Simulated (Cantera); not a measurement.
Input: 1 mol CHF3, 0.046 mol HCl, 0.12 mol H2, at 2500 K and 1000 Pa.

These are equilibrium values from Cantera (NASA tables, ideal gas, pure condensed phases), not measurements of a reactor. Candidate condensed phases: C, C6H6, C7H8, C8H18; 118 gas species. Gases not in the tables: C2F6 and larger saturated fluorocarbons. Equilibrium is a limit: real reactors are often held back by kinetics, nucleation or transport.

Question: What is the equilibrium state?

Answer: 
```json
{
 "x(HF)": "0.483",
 "x(F)": "0.347",
 "x(CF2)": "0.137",
 "x(Cl)": "0.0172",
 "x(CF)": "0.0113",
 "x(CF4)": "0.00210",
 "x(CF3)": "0.00133",
 "x(H)": "0.000184",
 "x(HCl)": "7.09e-5",
 "n(C(graphite))": "0.596 mol",
 "gas_amount": "2.658 mol"
}
```
